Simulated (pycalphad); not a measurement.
Source of the numbers: pycalphad with the COST 507 light-alloy database (1999); pressure 1 atm. These are 1990s assessments: newer ones move some temperatures and phases. Kinetics are ignored, which matters at the lower temperatures.

Molar enthalpy of Si-1.69Y (wt.%) in equilibrium (SER reference):

```tsv
T (°C)	H (kJ/mol)	phases
2177	106.18	liquid
2027	102.09	liquid
1877	97.99	liquid
1727	93.90	liquid
1577	89.81	liquid
1502	87.76	liquid
1427	85.72	liquid
1277	34.04	diamond (Si) + liquid
1202	28.79	diamond (Si) + SI2Y_R
1127	26.67	diamond (Si) + SI2Y_R
977	22.50	diamond (Si) + SI2Y_R
827	18.43	diamond (Si) + SI2Y_R
677	14.47	diamond (Si) + SI2Y_R
527	10.60	diamond (Si) + SI2Y_R
377	6.86	diamond (Si) + SI2Y_R
227	3.26	diamond (Si) + SI2Y_R
```

Cooling from 1427 °C to 1202 °C, across the freezing range, releases 56.9 kJ/mol, or 2000 J/g. The slope is 27 J/(mol K) in the liquid and 28 J/(mol K) just below the solidus, where it includes any heat of precipitation. Liquidus 1411 °C, solidus 1212 °C. Changes were sought between steps of 75 K, so a narrower field can be missed.

Database names, with the compositions (at.%) that they take in these runs: SI2Y_R: Si 67 Y 33.
